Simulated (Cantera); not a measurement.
## Ignition delay

Mixture: 12.8 % CH₄, 18.3 % O₂, 68.8 % N₂, equivalence ratio 1.4, at 2.60 bar, adiabatic and at constant pressure. Ignition delay is the time to a rise of 400 K.

Detailed kinetics in Cantera: GRI-Mech 3.0 (53 species, 325 reactions).

```tsv
T0 (K)	delay (ms)
1125	66.2
1175	32.5
1225	16.5
1275	8.65
1325	4.66
1375	2.58
```

The apparent activation energy between 1275 and 1375 K is 180 kJ/mol.
